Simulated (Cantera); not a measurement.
A Cantera script and what it prints.

```python
import numpy as np
import cantera as ct

gas_names = [...]  # 91 gases of nasa_gas.yaml made of C, Cl, H
cond_names = """
    C(gr) C6H6(L) C7H8(L) C8H18(L),n-octa
""".split()


# ... load() reads the species with a 1 bar reference pressure and builds the phases ...
atoms = {
    'CCl4': {'C': 1, 'CL': 4},
    'HCl': {'H': 1, 'CL': 1},
}
top_T = {'C(gr)': 4500}  # K; cautious upper limits of use, not melting points


# ... equilibrate(T, P, feed) seeds the gas with the atoms and calls Mixture.equilibrate('TP', solver="vcs", rtol=1e-11, max_steps=5000) ...
results = []
feed = {'CCl4': 1, 'HCl': 0.24}  # mol
T = 2025  # K
P = 980  # Pa
mix = equilibrate(T, P, feed)
results.append((T, P, feed, dict(zip(mix.species_names, mix.species_moles))))
print(gas.report(threshold=1e-05))
for i in range(1, mix.n_phases):
    print(f"{mix.phase(i).name:16s} {mix.phase_moles(i):12.5e} mol")
```

It prints:

```
       temperature   2025 K
          pressure   980 Pa
           density   0.0020933 kg/m^3
  mean mol. weight   35.965 kg/kmol
   phase of matter   gas

                          1 kg             1 kmol
                     ---------------   ---------------
          enthalpy         4.085e+06        1.4692e+08  J
   internal energy        3.6169e+06        1.3008e+08  J
           entropy            7005.8        2.5196e+05  J/K
    Gibbs function       -1.0102e+07        -3.633e+08  J
 heat capacity c_p            621.95             22368  J/K
 heat capacity c_v            390.77             14054  J/K

                      mass frac. Y      mole frac. X     chem. pot. / RT
                     ---------------   ---------------   ---------------
                CL           0.91647           0.92977           -20.223
               CL2            0.0254          0.012884           -40.445
                 H        4.8486e-07        1.7299e-05           -19.097
               HCL            0.0581          0.057314            -39.32
     [  +87 minor]        2.8733e-05        1.1894e-05

C(gr)             9.99911e-01 mol
```

Cantera equilibrium calculation (NASA polynomials, part measured and part estimated; ideal gas, pure solids and liquids).
